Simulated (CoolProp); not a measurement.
Saturation properties of R141b.

The numbers come from the reference Helmholtz-energy equation of state, Lemmon 2006 in CoolProp. It is a short technical equation, of lower accuracy than the large ones.

```json
[
 {"T (K)": "281.8", "p (kPa)": "41.09", "liquid density (kg/m³)": "1265", "vapour density (kg/m³)": "2.095", "surface tension (mN/m)": "20.2", "liquid viscosity (µPa s)": "494"},
 {"T (K)": "287.6", "p (kPa)": "52.23", "liquid density (kg/m³)": "1254", "vapour density (kg/m³)": "2.620", "surface tension (mN/m)": "19.5", "liquid viscosity (µPa s)": "461"},
 {"T (K)": "293.4", "p (kPa)": "65.65", "liquid density (kg/m³)": "1243", "vapour density (kg/m³)": "3.242", "surface tension (mN/m)": "18.8", "liquid viscosity (µPa s)": "430"},
 {"T (K)": "299.1", "p (kPa)": "81.38", "liquid density (kg/m³)": "1232", "vapour density (kg/m³)": "3.960", "surface tension (mN/m)": "18.1", "liquid viscosity (µPa s)": "403"},
 {"T (K)": "304.9", "p (kPa)": "100.3", "liquid density (kg/m³)": "1221", "vapour density (kg/m³)": "4.812", "surface tension (mN/m)": "17.4", "liquid viscosity (µPa s)": "378"},
 {"T (K)": "310.7", "p (kPa)": "122.5", "liquid density (kg/m³)": "1209", "vapour density (kg/m³)": "5.801", "surface tension (mN/m)": "16.7", "liquid viscosity (µPa s)": "354"},
 {"T (K)": "316.5", "p (kPa)": "148.3", "liquid density (kg/m³)": "1198", "vapour density (kg/m³)": "6.940", "surface tension (mN/m)": "16.0", "liquid viscosity (µPa s)": "333"},
 {"T (K)": "322.2", "p (kPa)": "177.6", "liquid density (kg/m³)": "1186", "vapour density (kg/m³)": "8.220", "surface tension (mN/m)": "15.3", "liquid viscosity (µPa s)": "314"},
 {"T (K)": "328", "p (kPa)": "211.8", "liquid density (kg/m³)": "1174", "vapour density (kg/m³)": "9.704", "surface tension (mN/m)": "14.6", "liquid viscosity (µPa s)": "295"},
 {"T (K)": "333.8", "p (kPa)": "250.8", "liquid density (kg/m³)": "1162", "vapour density (kg/m³)": "11.39", "surface tension (mN/m)": "13.9", "liquid viscosity (µPa s)": "278"},
 {"T (K)": "339.5", "p (kPa)": "294.3", "liquid density (kg/m³)": "1150", "vapour density (kg/m³)": "13.25", "surface tension (mN/m)": "13.2", "liquid viscosity (µPa s)": "263"},
 {"T (K)": "345.3", "p (kPa)": "344.2", "liquid density (kg/m³)": "1137", "vapour density (kg/m³)": "15.38", "surface tension (mN/m)": "12.6", "liquid viscosity (µPa s)": "248"},
 {"T (K)": "351.1", "p (kPa)": "400.2", "liquid density (kg/m³)": "1124", "vapour density (kg/m³)": "17.78", "surface tension (mN/m)": "11.9", "liquid viscosity (µPa s)": "234"}
]
```

It boils at 305.2 K under 1 atm.

Viscosity comes from a separate model (Huber 2003), an estimate that may be off by 10 % or more. Surface tension comes from a separate correlation (Mulero 2012).
